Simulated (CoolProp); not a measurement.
Vapour-liquid equilibrium of R22 (1) + ethanol (2) at 1.88 bar; x and y are mole fractions of (1).

Model: multi-fluid Helmholtz-energy mixture model, Kamei 1995 and Schroeder 2014; pair parameters Bell 2016, in CoolProp.

Give the bubble temperature and the first vapour's composition at x = 0.05, 0.8, 0.95. Is there an azeotrope?

x = 0.05: 327.5 K, y = 0.809; x = 0.8: 250.1 K, y = 0.999; x = 0.95: 247.6 K, y = 1.000. No azeotrope shows between x = 0.05 and 0.95.

Pair parameters are fitted to limited data, so mixtures are less certain than the pure fluids. With so large a gap from Raoult's law the liquid may split in two, which this calculation doesn't test in full.
